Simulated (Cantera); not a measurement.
An isothermal, constant-pressure homogeneous reactor starts with 3.75 % H2, 96.2 % O2, equivalence ratio 0.019, at 1300 K and 2670 Pa.

Computed with Cantera and GRI-Mech 3.0 (53 species, 325 reactions). Radical loss at walls, strong at low pressure, is not modelled. The temperature is held fixed by assumption; the heat of reaction is taken as removed at once.

x: mole fraction; the columns are a selection and need not sum to one.

```csv
t (s),x H2,x O2,x H2O2,x H2O,x O,x H
6.00e-5,0.0375,0.962,9.28e-12,1.17e-8,2.24e-8,1.20e-8
0.000246,0.0375,0.962,1.53e-10,8.63e-7,7.14e-7,2.41e-7
0.00101,0.0123,0.942,…,0.0197,0.0147,0.00478
0.00416,0.000445,0.935,…,0.0339,0.0241,0.00323
0.0171,0.000254,0.947,9.88e-8,0.0357,0.0133,0.00133
0.0702,5.58e-5,0.958,…,0.0375,0.00283,0.000133
0.288,5.52e-6,0.961,…,0.0380,0.000279,4.12e-6
1.19,5.48e-7,0.962,…,0.0382,2.78e-5,1.30e-7
4.87,7.86e-8,0.962,9.64e-10,0.0382,4.01e-6,7.13e-9
20.0,2.33e-8,0.962,3.64e-10,0.0382,1.20e-6,1.16e-9
```

Task: What belongs in the gaps?

Result: 
- 0.00101, x H2O2: 2.95e-7
- 0.00416, x H2O2: 1.07e-7
- 0.0702, x H2O2: 6.29e-8
- 0.288, x H2O2: 2.07e-8
- 1.19, x H2O2: 4.53e-9
